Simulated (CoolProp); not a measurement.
The numbers come from the reference Helmholtz-energy equation of state, Thol 2015 in CoolProp.

For octamethylcyclotetrasiloxane (D4), give the phase and the density (kg/m³), cp (kJ/(kg K)), speed of sound (m/s) at 346.85 °C and 0.777 MPa.


- 346.85 °C and 0.777 MPa: gas; density 54.7, cp 2.11, speed of sound 109
